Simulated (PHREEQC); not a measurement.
0.5 mol of Gypsum (CaSO4:2H2O) is brought to equilibrium with 1 kg of water holding 0.17 mol CaCl2, with rising amounts of KF, at 25 °C. Oxygen alone is held at its pressure in air (log pO2 = -0.68). No CO2 enters from the air. The run lets Gypsum, Fluorite, Portlandite precipitate or redissolve, and no other solid.

Computed with PHREEQC (ion-association model, wateq4f.dat).

```tsv
KF added (mol)	pH	dissolved S (mol/kgw)	Fluorite (mol)	F- (mol/kgw)	CaF+ (mol/kgw)
0	6.87	0.00769	0	0	0
0.00208	6.88	0.00771	0.00101	3.78e-5	1.33e-5
0.00417	6.88	0.00774	0.00206	(withheld)	1.33e-5
0.00625	6.88	0.00776	0.00310	3.80e-5	1.32e-5
0.00833	6.88	0.00779	0.00414	3.81e-5	1.32e-5
0.0104	6.88	0.00781	0.00517	3.82e-5	1.31e-5
0.0125	6.88	0.00784	0.00622	(withheld)	1.31e-5
0.0146	6.88	0.00786	0.00727	(withheld)	1.31e-5
0.0167	6.88	0.00789	0.00832	(withheld)	1.30e-5
0.0187	6.88	0.00792	0.00932	(withheld)	1.30e-5
0.0208	6.88	0.00794	0.0104	(withheld)	1.29e-5
0.0229	6.88	0.00797	0.0114	(withheld)	1.29e-5
0.025	6.88	0.00800	0.0125	3.89e-5	1.29e-5
```

Question: Fill in the missing entries.

Answer: 
- 0.00417, F- (mol/kgw): 3.79e-5
- 0.0125, F- (mol/kgw): 3.83e-5
- 0.0146, F- (mol/kgw): 3.84e-5
- 0.0167, F- (mol/kgw): 3.85e-5
- 0.0187, F- (mol/kgw): 3.86e-5
- 0.0208, F- (mol/kgw): 3.87e-5
- 0.0229, F- (mol/kgw): 3.88e-5

Species that the database lacks are ignored.
